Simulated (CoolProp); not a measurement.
R142b at 298.15 K and 0.079 MPa is compressed adiabatically to 0.328 MPa with isentropic efficiency 0.85. Each further row changes one setting.

Values from CoolProp's reference Helmholtz-energy equation of state, Lemmon 2006. It is a short technical equation, of lower accuracy than the large ones.

```json
[
 {"case": "as stated", "work (kJ/kg)": "42.9", "final temperature (K)": "350.7", "final density (kg/m³)": "11.9"},
 {"case": "efficiency 1", "work (kJ/kg)": "36.5", "final temperature (K)": "344.0", "final density (kg/m³)": "12.2"},
 {"case": "efficiency 0.65", "work (kJ/kg)": "56.1", "final temperature (K)": "364.5", "final density (kg/m³)": "11.4"}
]
```
